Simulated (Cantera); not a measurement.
Input: 1 mol Cr, 24 mol N2, 8 mol H2, equilibrated at 2180 Torr.

Equilibrium computed with Cantera from the NASA thermochemical tables; the gas is ideal and each condensed phase is pure. Candidate condensed phases: Cr, CrN, Cr2N; 11 gas species. Equilibrium is a limit: real reactors are often held back by kinetics, nucleation or transport. All values below are at 2648 K.

Base state: N2 0.722, H2 0.234, Cr 0.0301, H 0.0132 (mole fractions); condensed: gas only.

### Question
What changes in the equilibrium state with this change: pressure from 2180 Torr to 10.0 Torr?

### Answer
```tsv
species	before	after
N2	0.722	0.671
H	0.0132	0.154
H2	0.234	0.147
Cr	0.0301	0.0280
```
